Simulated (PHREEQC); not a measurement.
A PHREEQC speciation (ion-association model, phreeqc.dat) at 20 °C gives pH 0.59 and these molalities:

```tsv
species	mol/kgw
H+	0.329
HSO4-	0.251
SO4-2	0.0355
Cl-	0.0148
Cd+2	0.00369
CdSO4	0.00224
CdCl+	0.00135
Cd(SO4)2-2	0.000790
CdCl2	3.67e-5
```

**Question.** What are the element totals, and what could have been dissolved in 1 kg of water to give them?

**Answer.** One answer among several that fit: totals Cd 0.00810, Cl 0.0162, S(6) 0.290 mol/kgw, from 0.0081 mol/kgw CdCl2 and 0.29 mol/kgw H2SO4.

This is a speciation only: nothing precipitates in the calculation. Complexes and solids missing from the database can't appear.
